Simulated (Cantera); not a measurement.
Input (Python, Cantera):

```python
import numpy as np
import cantera as ct

gas = ct.Solution("gri30.yaml")
gas.TPX = 2173, 101325, {'NO': 1, 'N2': 0.26}
reactor = ct.IdealGasConstPressureReactor(gas, energy="off", clone=False)
net = ct.ReactorNet([reactor])
net.rtol, net.atol = 1e-08, 1e-18
show = ['NO', 'NO2', 'O', 'N2O', 'N2']
times = np.geomspace(8e-05, 50, 15)

steps = ct.SolutionArray(gas, extra=["t"])
rows = []
print(f"{'t/s':>10s}{'T/K':>9s}{'P/Pa':>11s}" + "".join(f"{s:>11s}" for s in show))
for t in times:
    while net.time < t:
        t_next = net.step()
        steps.append(gas.state, t=t_next)
    rows.append([np.interp(t, steps.t, y) for y in (steps.T, steps.P, *steps(*show).X.T)])
    print(f"{t:10.3e}{rows[-1][0]:9.1f}{rows[-1][1]:11.4g}" + "".join(f"{x:11.3e}" for x in rows[-1][2:]))
rate = np.gradient(steps.T, steps.t)
print("integrator steps:", len(steps.t))
if steps.T.max() > steps.T[0] + 200:
    print(f"time of steepest temperature rise: {steps.t[rate.argmax()]:.4e} s")
gas.TPX = 2173, 101325, {'NO': 1, 'N2': 0.26}
gas.equilibrate("TP")
print(f"equilibrium (TP): T = {gas.T:.1f} K  " + "  ".join(f"{s} {gas[s].X[0]:.3e}" for s in show))
```

Result:

```
       t/s      T/K       P/Pa         NO        NO2          O        N2O         N2
 8.000e-05   2173.0  1.013e+05  7.932e-01  9.390e-05  1.239e-04  1.441e-04  2.064e-01
 2.075e-04   2173.0  1.013e+05  7.924e-01  2.258e-04  2.615e-04  2.533e-04  2.067e-01
 5.384e-04   2173.0  1.013e+05  7.903e-01  2.937e-04  3.330e-04  3.120e-04  2.077e-01
 1.397e-03   2173.0  1.013e+05  7.849e-01  3.143e-04  3.554e-04  3.117e-04  2.103e-01
 3.623e-03   2173.0  1.013e+05  7.708e-01  3.554e-04  4.018e-04  2.980e-04  2.174e-01
 9.398e-03   2173.0  1.013e+05  7.344e-01  4.348e-04  5.018e-04  2.655e-04  2.356e-01
 2.438e-02   2173.0  1.013e+05  6.438e-01  5.399e-04  6.892e-04  1.973e-04  2.808e-01
 6.325e-02   2173.0  1.013e+05  4.518e-01  5.481e-04  9.718e-04  9.270e-05  3.768e-01
 1.641e-01   2173.0  1.013e+05  1.913e-01  3.046e-04  1.256e-03  1.625e-05  5.071e-01
 4.256e-01   2173.0  1.013e+05  4.481e-02  7.941e-05  1.390e-03  1.425e-06  5.803e-01
 1.104e+00   2173.0  1.013e+05  1.597e-02  2.883e-05  1.415e-03  7.088e-07  5.948e-01
 2.864e+00   2173.0  1.013e+05  1.410e-02  2.548e-05  1.416e-03  6.867e-07  5.957e-01
 7.430e+00   2173.0  1.013e+05  1.409e-02  2.547e-05  1.416e-03  6.867e-07  5.957e-01
 1.927e+01   2173.0  1.013e+05  1.409e-02  2.547e-05  1.416e-03  6.867e-07  5.957e-01
 5.000e+01   2173.0  1.013e+05  1.409e-02  2.547e-05  1.416e-03  6.867e-07  5.957e-01
integrator steps: 1231
equilibrium (TP): T = 2173.0 K  NO 1.409e-02  NO2 2.547e-05  O 1.416e-03  N2O 6.867e-07  N2 5.957e-01
```

Detailed kinetics in Cantera: GRI-Mech 3.0 (53 species, 325 reactions).
